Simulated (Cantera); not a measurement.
A closed system holds: 1 mol Si, 0.0092 mol H2O, 220 mol H2, at 1425 K and 31.0 Pa.

Cantera equilibrium calculation (NASA polynomials, part measured and part estimated; ideal gas, pure solids and liquids). Candidate condensed phases: H2O, Si, SiO2; 18 gas species. The numbers say what is thermodynamically allowed, not how fast it happens.

Base state: H2 1.000, H 0.000387, SiO 4.18e-5 (mole fractions); condensed: Si(s).

Q: What changes in the equilibrium state with this change: temperature from 1425 K to 1800 K?

A: 
| species | before | after |
|---|---|---|
| H2 | 1.000 | 0.975 |
| H | 0.000387 | 0.0201 |
| Si | 5.19e-6 | 0.00432 |
| Si2 | 3.78e-9 | 1.10e-5 |
| SiH | 4.06e-7 | 8.56e-5 |
| SiH2 | 5.41e-7 | 1.23e-5 |
| Si(s), mol | 0.989 | 0 |
Gases not in the tables: Si2H6 and higher silanes.
